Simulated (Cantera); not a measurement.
Mixture: 14.4 % CH₄, 18.0 % O₂, 67.6 % N₂, equivalence ratio 1.6, at 0.730 atm, adiabatic and at constant volume. Ignition delay is the time to a rise of 400 K.

Detailed kinetics in Cantera: GRI-Mech 3.0 (53 species, 325 reactions).

Predict: delay at 1098 K; delay at 1198 K; delay at 1298 K; delay at 1398 K; delay at 1498 K; delay at 1598 K; apparent activation energy between 1398 and 1598 K.


```json
{
  "delay at 1098 K": "0.349 s",
  "delay at 1198 K": "74.3 ms",
  "delay at 1298 K": "18.4 ms",
  "delay at 1398 K": "5.23 ms",
  "delay at 1498 K": "1.71 ms",
  "delay at 1598 K": "0.651 ms",
  "apparent activation energy between 1398 and 1598 K": "190 kJ/mol"
}
```
